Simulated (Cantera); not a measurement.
Feed: 1 mol CO₂, 0.025 mol SO₂, 1.4 mol H₂, at 0.100 bar.

Method: chemical equilibrium by Gibbs-energy minimisation in Cantera with the NASA 1993 tables (ideal gas, pure condensed phases). Candidate condensed phases: C, C₆H₆, C₇H₈, C₈H₁₈, H₂O, H₂SO₄, S; 123 gas species. Rates play no part. All values below are at 2750 °C.

Base state: CO 0.291, H 0.219, H₂ 0.167, H₂O 0.146, OH 0.0647, O 0.0518, CO₂ 0.0341, O₂ 0.0179 (mole fractions); condensed: gas only.

What changes in the equilibrium state with this change: CO₂ replaced by NH₃?


```
species   before     after
-------  -------  --------
H₂         0.167     0.489
H          0.219     0.375
N₂             0     0.118
CO         0.291         0
CO₂       0.0341         0
O₂        0.0179   6.74e-6
O         0.0518   0.00101
OH        0.0647   0.00215
H₂O        0.146   0.00831
NO             0  0.000108
N              0   1.76e-5
SO₂      0.00250   3.04e-6
SO       0.00405  0.000254
```
